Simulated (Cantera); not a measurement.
Cantera run:

```python
import numpy as np
import cantera as ct

gas_names = [...]  # 95 gases of nasa_gas.yaml made of C, F, H
cond_names = """
    C(gr) C6H6(L) C7H8(L) C8H18(L),n-octa
""".split()


# ... load() reads the species with a 1 bar reference pressure and builds the phases ...
atoms = {
    'CH3F': {'C': 1, 'H': 3, 'F': 1},
    'CH4': {'C': 1, 'H': 4},
}
top_T = {'C(gr)': 4500}  # K; cautious upper limits of use, not melting points


# ... equilibrate(T, P, feed) seeds the gas with the atoms and calls Mixture.equilibrate('TP', solver="vcs", rtol=1e-11, max_steps=5000) ...
results = []
feed = {'CH3F': 1, 'CH4': 0.22}  # mol
P = 14000  # Pa
for T in [900, 1100, 1300, 1500, 1700, 1900, 2100, 2300, 2500, 2700, 2900, 3100]:
    mix = equilibrate(T, P, feed)
    results.append((T, P, feed, dict(zip(mix.species_names, mix.species_moles))))
    x = sorted(zip(gas.X, gas.species_names), reverse=True)
    print(f"T = {T:g} K  P = {P:g} Pa  gas = {mix.phase_moles(0):.4g} mol")
    print("   x: " + "  ".join(f"{s} {v:.3e}" for v, s in x if v > 1e-05))
    print("   condensed (mol): " + ("  ".join(f"{mix.phase(i).name} {mix.phase_moles(i):.4g}"
          for i in range(1, mix.n_phases) if mix.phase_moles(i) > 1e-12) or "none"))
```

It prints:

```
T = 900 K  P = 14000 Pa  gas = 2.406 mol
   x: H2 5.701e-01  HF 4.157e-01  CH4 1.420e-02
   condensed (mol): C(gr) 1.186
T = 1100 K  P = 14000 Pa  gas = 2.436 mol
   x: H2 5.877e-01  HF 4.105e-01  CH4 1.736e-03
   condensed (mol): C(gr) 1.216
T = 1300 K  P = 14000 Pa  gas = 2.439 mol
   x: H2 5.896e-01  HF 4.100e-01  CH4 3.828e-04
   condensed (mol): C(gr) 1.219
T = 1500 K  P = 14000 Pa  gas = 2.44 mol
   x: H2 5.900e-01  HF 4.099e-01  CH4 1.252e-04  H 3.613e-05
   condensed (mol): C(gr) 1.22
T = 1700 K  P = 14000 Pa  gas = 2.44 mol
   x: H2 5.898e-01  HF 4.098e-01  H 3.024e-04  CH4 5.334e-05  C2H2,acetylene 4.329e-05
   condensed (mol): C(gr) 1.22
T = 1900 K  P = 14000 Pa  gas = 2.442 mol
   x: H2 5.886e-01  HF 4.095e-01  H 1.627e-03  C2H2,acetylene 2.247e-04  CH4 2.726e-05
   condensed (mol): C(gr) 1.219
T = 2100 K  P = 14000 Pa  gas = 2.448 mol
   x: H2 5.842e-01  HF 4.085e-01  H 6.365e-03  C2H2,acetylene 8.440e-04  CH4 1.576e-05
   condensed (mol): C(gr) 1.216
T = 2300 K  P = 14000 Pa  gas = 2.464 mol
   x: H2 5.721e-01  HF 4.058e-01  H 1.956e-02  C2H2,acetylene 2.472e-03  F 1.647e-05
   condensed (mol): C(gr) 1.208
T = 2500 K  P = 14000 Pa  gas = 2.502 mol
   x: H2 5.448e-01  HF 3.996e-01  H 4.959e-02  C2H2,acetylene 5.893e-03  F 7.601e-05  C2H 3.853e-05  C4H2 2.633e-05  CH3 1.021e-05
   condensed (mol): C(gr) 1.19
T = 2700 K  P = 14000 Pa  gas = 2.578 mol
   x: H2 4.934e-01  HF 3.875e-01  H 1.067e-01  C2H2,acetylene 1.163e-02  F 2.836e-04  C2H 2.670e-04  C4H2 1.140e-04  C3 6.286e-05  C2H2,vinylidene 1.693e-05  CF 1.632e-05  C 1.513e-05  CH3 1.409e-05
   condensed (mol): C(gr) 1.157
T = 2900 K  P = 14000 Pa  gas = 2.713 mol
   x: H2 4.124e-01  HF 3.675e-01  H 1.973e-01  C2H2,acetylene 1.900e-02  C2H 1.346e-03  F 9.022e-04  C3 7.387e-04  C4H2 3.647e-04  C 1.353e-04  CF 8.415e-05  C2 7.356e-05  C2H2,vinylidene 4.716e-05  CH2 1.761e-05  CH 1.731e-05  CH3 1.613e-05
   condensed (mol): C(gr) 1.098
T = 3100 K  P = 14000 Pa  gas = 2.937 mol
   x: HF 3.376e-01  H 3.142e-01  H2 3.059e-01  C2H2,acetylene 2.519e-02  C3 6.243e-03  C2H 5.107e-03  F 2.558e-03  C 9.088e-04  C4H2 8.661e-04  C2 6.469e-04  CF 3.616e-04  C5 1.532e-04  C2H2,vinylidene 9.924e-05  CH 7.202e-05  CH2 3.551e-05  C6H2 3.167e-05  C4 2.784e-05  C2HF 2.376e-05  CH3 1.462e-05
   condensed (mol): C(gr) 0.9651
```

Method: chemical equilibrium by Gibbs-energy minimisation in Cantera with the NASA 1993 tables (ideal gas, pure condensed phases).
